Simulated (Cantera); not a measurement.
Feed: 1 mol SiCl4, 5.6 mol HCl, 0.51 mol H2, equilibrated at 1098 K and 1.00 bar.

These are equilibrium values from Cantera (NASA tables, ideal gas, pure condensed phases), not measurements of a reactor. Candidate condensed phases: Si; 19 gas species. The tables' values for SiCl3 are old estimates; treat these amounts as uncertain. The numbers say what is thermodynamically allowed, not how fast it happens.

Base state: HCl 0.788, SiCl4 0.140, H2 0.0715, SiHCl3 0.000186, SiCl3 3.80e-5 (mole fractions); condensed: gas only.

Q: What changes in the equilibrium state with this change: SiCl4 replaced by Si?

A: 
| species | before | after |
|---|---|---|
| H2 | 0.0715 | 0.487 |
| HCl | 0.788 | 0.318 |
| SiCl4 | 0.140 | 0.191 |
| SiH2Cl2 | 2.93e-8 | 1.14e-5 |
| SiHCl3 | 0.000186 | 0.00426 |
| SiCl3 | 3.80e-5 | 0.000334 |
